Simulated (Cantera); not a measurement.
Cantera run, input and output.

```python
import numpy as np
import cantera as ct

gas = ct.Solution("gri30.yaml")


def delay(T, t_max=10):
    gas.TPX = T, 120000, {'CH4': 1, 'O2': 1.82, 'N2': 6.84}
    reactor = ct.IdealGasReactor(gas, clone=False)
    net = ct.ReactorNet([reactor])
    net.rtol, net.atol = 1e-8, 1e-16
    while net.time < t_max:
        t_old, T_old = net.time, reactor.T
        net.step()
        if reactor.T > T + 400:  # ignition: a rise of 400 K
            return t_old + (T + 400 - T_old) / (reactor.T - T_old) * (net.time - t_old)
    return np.nan


taus = []
for T in [1048, 1123, 1198, 1273, 1348, 1423, 1498, 1573, 1648]:
    taus.append(delay(T))
    print(f"T0 = {T:6g} K   tau = {taus[-1]:.4e} s")
```

Result:

```
T0 =   1048 K   tau = 4.1148e-01 s
T0 =   1123 K   tau = 1.2323e-01 s
T0 =   1198 K   tau = 4.0388e-02 s
T0 =   1273 K   tau = 1.4385e-02 s
T0 =   1348 K   tau = 5.5254e-03 s
T0 =   1423 K   tau = 2.2840e-03 s
T0 =   1498 K   tau = 1.0209e-03 s
T0 =   1573 K   tau = 4.9621e-04 s
T0 =   1648 K   tau = 2.6203e-04 s
```

Model: GRI-Mech 3.0 (53 species, 325 reactions), integrated in Cantera.
